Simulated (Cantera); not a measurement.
A freely propagating, adiabatic, planar premixed flame of CH4 : C2H6 : O2 : N2 : CO2 = 1 : 0.08 : 1.63 : 6.84 : 2.8 (molar parts), unburnt at 323 K and 90.0 Torr; mixture-averaged transport, grid criteria slope 0.08 and curve 0.16, no radiation.

Model: GRI-Mech 3.0 (53 species, 325 reactions), integrated in Cantera. Burning velocities carry a grid error of a few per cent, more on coarse grids.

### Question
Predict: laminar burning velocity; thermal thickness; peak x(HCN); peak x(C2H4); peak x(CH2O).

### Answer
- laminar burning velocity: 3.71 cm/s
- thermal thickness: 22.6 mm
- peak x(HCN): 2.76e-6
- peak x(C2H4): 0.00159
- peak x(CH2O): 0.000516
